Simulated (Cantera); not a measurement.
Charge: 1 mol HF, 0.64 mol H₂, a varied amount of N₂, held at 2325 °C and 1.60 bar.

Equilibrium computed with Cantera from the NASA thermochemical tables; the gas is ideal and each condensed phase is pure. The numbers say what is thermodynamically allowed, not how fast it happens.

x: gas mole fraction; nothing condenses.

```json
[
 {"n(N₂) (mol)": "4.3", "x N₂": "0.720", "x HF": "0.167", "x H₂": "0.102", "x H": "0.00963"},
 {"n(N₂) (mol)": "7.4", "x N₂": "0.815", "x HF": "0.110", "x H₂": "0.0667", "x H": "0.00777"},
 {"n(N₂) (mol)": "11", "x N₂": "0.867", "x HF": "0.0788", "x H₂": "0.0472", "x H": "0.00654"},
 {"n(N₂) (mol)": "14", "x N₂": "0.893", "x HF": "0.0637", "x H₂": "0.0379", "x H": "0.00586"},
 {"n(N₂) (mol)": "17", "x N₂": "0.910", "x HF": "0.0535", "x H₂": "0.0316", "x H": "0.00535"},
 {"n(N₂) (mol)": "20", "x N₂": "0.922", "x HF": "(withheld)", "x H₂": "(withheld)", "x H": "0.00495"},
 {"n(N₂) (mol)": "23", "x N₂": "0.931", "x HF": "(withheld)", "x H₂": "(withheld)", "x H": "0.00463"},
 {"n(N₂) (mol)": "26", "x N₂": "0.939", "x HF": "0.0361", "x H₂": "0.0209", "x H": "0.00436"},
 {"n(N₂) (mol)": "29", "x N₂": "0.945", "x HF": "0.0326", "x H₂": "0.0188", "x H": "0.00413"},
 {"n(N₂) (mol)": "33", "x N₂": "0.951", "x HF": "0.0288", "x H₂": "0.0165", "x H": "0.00387"},
 {"n(N₂) (mol)": "36", "x N₂": "0.955", "x HF": "0.0265", "x H₂": "0.0151", "x H": "0.00370"},
 {"n(N₂) (mol)": "39", "x N₂": "0.958", "x HF": "0.0245", "x H₂": "0.0140", "x H": "0.00356"},
 {"n(N₂) (mol)": "42", "x N₂": "0.961", "x HF": "0.0229", "x H₂": "0.0129", "x H": "0.00342"}
]
```

### Question
Fill in the missing entries.

### Answer

- 23, x HF: 0.0405
- 23, x H₂: 0.0236
- 20, x HF: 0.0461
- 20, x H₂: 0.0270
